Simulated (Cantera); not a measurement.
Mixture: CH₄ : O₂ : N₂ = 1 : 2.6 : 9.77 (molar parts), at 1.00 atm, adiabatic and at constant pressure. Ignition delay is the time to a rise of 400 K.

Cantera simulation using GRI-Mech 3.0 (53 species, 325 reactions); the numbers are that mechanism's predictions, not measurements.

**Question.** What does this change do: CH4 1 to 0.68 parts?

**Answer.** 
```tsv
quantity	before	after
delay at 1225 K	27.7 ms	22.6 ms
delay at 1425 K	2.29 ms	1.95 ms
delay at 1625 K	0.355 ms	0.333 ms
delay at 1825 K	93.3 µs	93.7 µs
delay at 2025 K	33.8 µs	35.3 µs
apparent activation energy between 1825 and 2025 K	160 kJ/mol	150 kJ/mol
```
